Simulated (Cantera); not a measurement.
Input: 1 mol CH3F, 0.25 mol Si, 5.5 mol H2, held at 1673 K and 0.440 bar.

Equilibrium computed with Cantera from the NASA thermochemical tables; the gas is ideal and each condensed phase is pure. Candidate condensed phases: C, C6H6, C7H8, C8H18, Si, SiC; 113 gas species. The tables' values for SiF3, SiF2 are old estimates; treat these amounts as uncertain. Equilibrium is a limit: real reactors are often held back by kinetics, nucleation or transport.

Base state: H2 0.951, SiF4 0.0240, HF 0.0148, SiF3 0.00607, SiHF3 0.00231, SiF2 0.000666, CH4 0.000484, H 0.000167 (mole fractions); condensed: C(graphite) + SiC(s).

What changes in the equilibrium state with this change: temperature from 1673 K to 650 K?


| species | before | after |
|---|---|---|
| H2 | 0.951 | 0.800 |
| CH4 | 0.000484 | 0.160 |
| SiF4 | 0.0240 | 0.0400 |
| HF | 0.0148 | 3.07e-6 |
| SiF3 | 0.00607 | <1e-9 |
| SiF2 | 0.000666 | <1e-9 |
| H | 0.000167 | <1e-9 |
| SiH2F2 | 9.80e-5 | <1e-9 |
| C(graphite), mol | 0.987 | 0 |
| SiC(s), mol | 0.00884 | 0 |
